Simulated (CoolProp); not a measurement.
The numbers come from the reference Helmholtz-energy equation of state, Tillner-Roth 1997 in CoolProp.

Q: For CH2F2 (R32), give the phase and the cp (kJ/(kg K)), cv (kJ/(kg K)), Joule-Thomson coefficient (K/MPa) at -48.25 °C and 1.01 bar; -6.25 °C and 1.01 bar; 133.85 °C and 1.01 bar.

A: 
- -48.25 °C and 1.01 bar: gas; cp 0.858, cv 0.649, Joule-Thomson coefficient 76.3
- -6.25 °C and 1.01 bar: gas; cp 0.822, cv 0.644, Joule-Thomson coefficient 38.1
- 133.85 °C and 1.01 bar: gas; cp 1.00, cv 0.841, Joule-Thomson coefficient 9.47
